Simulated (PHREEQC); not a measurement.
## Nickel, zinc or cadmium bath: speciation

Solution (87 °C): 0.13 mol NiCl2, 0.0045 mol Na2SO4 and 0.002 mol MnSO4 per kg of water. Closed to the air; pH follows from the charge balance.

The numbers come from PHREEQC with the ion-association model, wateq4f.dat.

```yaml
pH: 4.98
ionic_strength: 0.353 mol/kgw
activity_of_water: 0.994
```

```
species  molality  activity   log γ
-------  --------  --------  ------
Cl-         0.236     0.150  -0.197
Ni+2        0.107    0.0258  -0.620
NiCl+      0.0139   0.00971  -0.155
Na+       0.00897   0.00614  -0.164
NiCl2     0.00487   0.00529   0.035
NiSO4     0.00376   0.00408   0.035
SO4-2     0.00262  0.000521  -0.701
```

No solid was allowed to form. Away from 25 °C the constants follow the database's enthalpies or fits; those with neither stay at their 25 °C values.
